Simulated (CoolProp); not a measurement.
Vapour-liquid equilibrium of R152A (1) + n-pentane (2) at 0.954 MPa; x and y are mole fractions of (1).

The numbers come from the multi-fluid Helmholtz-energy mixture model, Outcalt 1996 and Thol 2019; pair parameters Bell 2016 in CoolProp.

Task: Give the bubble temperature and the first vapour's composition at x = 0.05, 0.2, 0.5. Is there an azeotrope?

Result: x = 0.05: 378.2 K, y = 0.286; x = 0.2: 345.9 K, y = 0.680; x = 0.5: 326.4 K, y = 0.842. No azeotrope shows between x = 0.05 and 0.95.

Pair parameters are fitted to limited data, so mixtures are less certain than the pure fluids. With so large a gap from Raoult's law the liquid may split in two, which this calculation doesn't test in full.
